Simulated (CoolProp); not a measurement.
100 sccm (0 °C, 1 atm) of nitrogen bubbles through liquid ethanol at 305 K and leaves saturated at a total pressure of 0.15 MPa (ideal gas phase). Each further row changes one setting.

Values from CoolProp's reference Helmholtz-energy equation of state, Schroeder 2014.

```tsv
case	vapour pressure (kPa)	mole fraction of vapour	delivery (mg/min)	delivery (sccm)	change of delivery for a bath 1 K warmer (%)
as stated	11.6	0.0773	…	8.38	6.1
bath temperature 310 K	…	…	…	11.3	…
total pressure 0.3 MPa	11.6	…	8.26	4.02	5.9
```

**Question.** Some entries are withheld; supply them.

**Answer.** 
- as stated, delivery (mg/min): 17.2
- bath temperature 310 K, vapour pressure (kPa): 15.2
- bath temperature 310 K, mole fraction of vapour: 0.101
- bath temperature 310 K, delivery (mg/min): 23.1
- bath temperature 310 K, change of delivery for a bath 1 K warmer (%): 6.0
- total pressure 0.3 MPa, mole fraction of vapour: 0.0386
